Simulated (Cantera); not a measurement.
A perfectly stirred reactor is fed with H₂ : O₂ : N₂ = 0.016 : 1 : 0.18 (molar parts), at 0.0267 bar; it is held at 1473 K, and followed from long to short residence time.

Computed with Cantera and GRI-Mech 3.0 (53 species, 325 reactions). Radical loss at walls, strong at low pressure, is not modelled.

Task: What does this change do: temperature 1473 to 925 K?

Result: 
```csv
quantity,before,after
x(H₂) at τ = 2.10 s,1.58e-5,0.000234
x(O₂) at τ = 2.10 s,0.833,0.835
x(H) at τ = 2.10 s,2.19e-5,5.82e-6
x(NO₂) at τ = 2.10 s,6.59e-11,<1e-12
x(OH) at τ = 2.10 s,0.000732,5.85e-5
x(H₂) at τ = 35.0 ms,0.000145,0.00199
x(O₂) at τ = 35.0 ms,0.826,0.834
x(H) at τ = 35.0 ms,0.000355,0.000265
x(NO₂) at τ = 35.0 ms,5.37e-12,<1e-12
x(OH) at τ = 35.0 ms,0.00185,0.000350
```
Below about 950 K walls govern HO2 and H2O2 in real vessels.

Task: What does this change do: pressure from 0.0267 bar to 0.00390 bar?

Result: 
```
quantity                 before     after
---------------------  --------  --------
x(H₂) at τ = 2.10 s     1.58e-5   6.86e-5
x(O₂) at τ = 2.10 s       0.833     0.826
x(H) at τ = 2.10 s      2.19e-5  0.000321
x(NO₂) at τ = 2.10 s   6.59e-11  3.23e-12
x(OH) at τ = 2.10 s    0.000732   0.00176
x(H₂) at τ = 35.0 ms   0.000145  0.000523
x(O₂) at τ = 35.0 ms      0.826     0.824
x(H) at τ = 35.0 ms    0.000355  0.000577
x(NO₂) at τ = 35.0 ms  5.37e-12    <1e-12
x(OH) at τ = 35.0 ms    0.00185   0.00237
```
